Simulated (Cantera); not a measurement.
Cantera with NASA thermochemical tables; ideal gases at 1 bar, condensed phases pure. Values are per mole of reaction as written; species without (g) are pure solids or liquids, kept so even where they would boil at 1 bar. TaC: taken at fixed stoichiometry.

Problem. Between 575 and 1375 K, where is each reaction favourable under standard conditions?
- C2H6(g) + 2 Ta + 2 N(g) → 2 NH3(g) + 2 TaC

Solution. 
- C2H6(g) + 2 Ta + 2 N(g) → 2 NH3(g) + 2 TaC: ΔG° is -1156 kJ at 575 K and -1037 kJ at 1375 K; it stays negative (K > 1). ΔH° is -1245 kJ and ΔS° -151 J/K at 1375 K.
